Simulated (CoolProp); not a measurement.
Vapour-liquid equilibrium of CH2F2 (R32) (1) + R134a (2) at 5.02 bar; x and y are mole fractions of (1).

Computed with CoolProp (multi-fluid Helmholtz-energy mixture model, Tillner-Roth 1997 and Tillner-Roth 1994; pair parameters Lemmon 2004).

```
x     bubble temperature (K)  y at the bubble point  dew temperature at overall composition x (K)  liquid density (mol/L)
----  ----------------------  ---------------------  --------------------------------------------  ----------------------
0.05                   286.6                  0.111                                         287.9                   12.46
0.15                   282.3                  0.297                                         285.7                   13.10
0.25                   278.4                  0.445                                         283.4                   13.78
0.35                   275.0                  0.566                                         281.0                   14.50
0.45                       …                      …                                         278.3                       …
0.55                   269.1                  0.749                                         275.5                   16.13
0.65                   266.6                      …                                             …                   17.05
0.75                   264.2                  0.881                                         269.1                   18.07
0.85                   262.0                      …                                         265.4                   19.21
0.95                   259.9                  0.979                                         261.3                   20.49
```

What belongs in the gaps?


- 0.45, bubble temperature (K): 271.9
- 0.45, y at the bubble point: 0.666
- 0.45, liquid density (mol/L): 15.28
- 0.65, y at the bubble point: 0.820
- 0.65, dew temperature at overall composition x (K): 272.4
- 0.85, y at the bubble point: 0.934

No azeotrope shows between x = 0.05 and 0.95.

Pair parameters are fitted to limited data, so mixtures are less certain than the pure fluids.
